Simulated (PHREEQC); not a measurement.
Make-up at 20 °C: 0.059 mol/kgw K2CO3 and 0.0026 mol/kgw Al(NO3)3. Closed to the air; pH follows from the charge balance.

All values are PHREEQC results (ion-association model, phreeqc.dat), not measurements.

Q: The ionic strength comes out as 0.166 mol/kgw. What activity coefficients do CO3-2, HCO3-, NO3-, OH-, Al(OH)4- get?

A: CO3-2 0.33, HCO3- 0.76, NO3- 0.71, OH- 0.72, Al(OH)4- 0.74.

Precipitation was switched off in this run. Saturation is exceeded, for instance for Gibbsite (slow to form); the values hold only as long as no solid forms.
